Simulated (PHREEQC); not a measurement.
Dissolve 0.086 mol/kgw Cu(NO3)2, 0.019 mol/kgw HCl and 0.00068 mol/kgw NaCl at 76 °C. Closed to the air; pH follows from the charge balance.

The numbers come from PHREEQC with the ion-association model, phreeqc.dat.

| quantity | before | after |
|---|---|---|
| pH | 1.83 | 1.78 |
| ionic strength (mol/kgw) | 0.265 | 0.0197 |
| Cl- (mol/kgw) | 0.0132 | 0.0197 |
| SI of Halite (NaCl) | -6.97 | -6.61 |

What was changed between the two runs?
A) Cu(NO3)2 left out
B) 0.0011 mol/kgw ZnBr2 added
C) diluted 10-fold with water
D) HCl replaced by BaCl2 at the same molality
E) HCl from 0.019 to 0.0171 mol/kgw

A, Cu(NO3)2 left out

This is a speciation only: nothing precipitates in the calculation. Constants without temperature data keep their 25 °C values here.
